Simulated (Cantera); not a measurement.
A closed system holds: 1 mol Fe, 0.14 mol H2S, a varied amount of CO, 14 mol CO2, held at 1625 K and 1 atm.

Equilibrium computed with Cantera from the NASA thermochemical tables; the gas is ideal and each condensed phase is pure. Candidate condensed phases: C, C6H6, C7H8, C8H18, Fe, Fe(CO)5, FeO, Fe(OH)2, Fe(OH)3, FeS, FeSO4, FeS2, Fe2O3, Fe2(SO4)3, Fe3O4, H2O, H2SO4, S; 127 gas species. Metal and sulfide melt together well below either melting point, which pure phases cannot show. Mutual solubility and eutectic melting of coexisting phases are not modelled. The tables' stoichiometric FeO is somewhat more stable than real wüstite, so its field is too wide. FeO, FeS: taken at fixed stoichiometry. Rates play no part.

**Question.** Which condensed phases are stable at each of these points (n(CO) (mol)): 7.7, 9.2, 11, 13, 16, 19, 22, 26, 31, 37, 45, 53, 63?

**Answer.** 
| n(CO) (mol) | condensed phases | Fe condensed (%) |
|---|---|---|
| 7.7 | FeO(s) | 100.0 |
| 9.2 | FeO(s) | 100.0 |
| 11 | FeO(s) | 100.0 |
| 13 | FeO(s) | 100.0 |
| 16 | FeO(s) | 100.0 |
| 19 | FeO(s) | 100.0 |
| 22 | FeO(s) | 100.0 |
| 26 | FeO(s) + FeS(l) | 100.0 |
| 31 | FeO(s) + FeS(l) | 100.0 |
| 37 | FeO(s) + FeS(l) | 100.0 |
| 45 | FeO(s) + FeS(l) | 100.0 |
| 53 | FeO(s) + FeS(l) | 100.0 |
| 63 | FeO(s) + FeS(l) | 100.0 |

From 7.7 mol CO to 22 mol CO the condensed part is FeO(s). From 26 mol CO to 63 mol CO the condensed part is FeO(s) + FeS(l).
